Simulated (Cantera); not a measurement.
What does this Cantera script print?

```python
import numpy as np
import cantera as ct

gas_names = """
    B BH BH2 BH3 BN B2 H H2 N NH NH2 NH3 N2 N2H2 N2H4
""".split()
cond_names = """
    B(b) B(L) BN(s)
""".split()


def load(file, names, dense=False):
    # The tables refer to 1 bar. Condensed volumes are neglected.
    table = {s.name: s for s in ct.Species.list_from_file(file)}
    out = []
    for n in names:
        d = dict(table[n].input_data)
        d["thermo"] = dict(d["thermo"], **{"reference-pressure": 1e5})
        if dense:
            d["equation-of-state"] = {"model": "constant-volume", "density": "1e6 g/cm^3"}
        out.append(ct.Species.from_dict(d))
    return out


gas = ct.Solution(thermo="ideal-gas", species=load("nasa_gas.yaml", gas_names))
cond = {s.name: ct.Solution(thermo="fixed-stoichiometry", species=[s], name=s.name)
        for s in load("nasa_condensed.yaml", cond_names, dense=True)}
atoms = {
    'borazine': {'B': 3, 'N': 3, 'H': 6},
    'H2': {'H': 2},
    'N2': {'N': 2},
}
top_T = {'BN(s)': 3200}  # K; cautious upper limits of use, not melting points


def equilibrate(T, P, feed):
    n = {}
    for name, mol in feed.items():
        for a, k in atoms[name].items():
            n[a] = n.get(a, 0.0) + k * mol
    gas.TPX = T, P, n
    mass = sum(n.values()) * gas.mean_molecular_weight
    gas.equilibrate("TP")
    valid = [c for c in cond.values() if c.min_temp <= T <= top_T.get(c.name, c.max_temp)]
    mix = ct.Mixture([(gas, mass / gas.mean_molecular_weight)] + [(c, 0.0) for c in valid])
    mix.T, mix.P = T, P
    mix.equilibrate("TP", solver="vcs", rtol=1e-11, max_steps=5000)
    return mix


results = []
feed = {'borazine': 1, 'H2': 94, 'N2': 0.54}  # mol
T = 1898.15  # K
P = 18  # Pa
mix = equilibrate(T, P, feed)
results.append((T, P, feed, dict(zip(mix.species_names, mix.species_moles))))
print(gas.report(threshold=1e-05))
for i in range(1, mix.n_phases):
    print(f"{mix.phase(i).name:16s} {mix.phase_moles(i):12.5e} mol")
```

Output:

```
       temperature   1898.2 K
          pressure   18 Pa
           density   2.8326e-06 kg/m^3
  mean mol. weight   2.4836 kg/kmol
   phase of matter   gas

                          1 kg             1 kmol
                     ---------------   ---------------
          enthalpy        2.4565e+07        6.1011e+07  J
   internal energy        1.8211e+07        4.5228e+07  J
           entropy        1.0486e+05        2.6042e+05  J/K
    Gibbs function       -1.7447e+08        -4.333e+08  J
 heat capacity c_p             13351             33158  J/K
 heat capacity c_v             10003             24844  J/K

                      mass frac. Y      mole frac. X     chem. pot. / RT
                     ---------------   ---------------   ---------------
                 B        0.00053941        0.00012393           -3.1103
               BH2         0.0012042        0.00023318           -31.128
                 H           0.02275          0.056054           -14.009
                H2           0.74968           0.92357           -28.017
                N2           0.22579          0.020018           -39.299
     [  +10 minor]        3.1069e-05        6.0975e-06

B(b)              2.96299e+00 mol
BN(s)             0.00000e+00 mol
```

Equilibrium computed with Cantera from the NASA thermochemical tables; the gas is ideal and each condensed phase is pure. The feed counts by its element totals alone. The tables' values for BH2 are old estimates; treat these amounts as uncertain.
